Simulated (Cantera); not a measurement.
# Transport properties of process gases

Gas mixture: 66.0 % O2, 34.0 % N2O, at 370000 Pa, frozen composition.

Cantera's kinetic-theory transport with the Lennard-Jones parameters of GRI-Mech 3.0, ideal gas; thermal conductivity in the multicomponent form. The composition is frozen, though it would react at the higher temperatures.

```csv
T (K),ρ (kg/m³),cp (J/kg/K),μ (µPa s),λ (mW/m/K),Pr,D (cm²/s) CH3,D (cm²/s) N2,D (cm²/s) NO
400,4.01,953.4,23.0,30.4,0.722,0.0943,0.0856,0.0839
600,2.68,1044,31.3,45.1,0.725,0.192,0.172,0.169
800,2.01,1112,38.4,58.8,0.726,0.314,0.281,0.276
1000,1.61,1158,44.8,71.4,0.726,0.458,0.409,0.401
1200,1.34,1189,50.6,82.9,0.725,0.623,0.555,0.544
1400,1.15,1214,56.0,93.8,0.725,0.806,0.717,0.703
1600,1.00,1235,61.2,104,0.725,1.01,0.895,0.878
```
D: mixture-averaged diffusion coefficient of that species in the mixture.
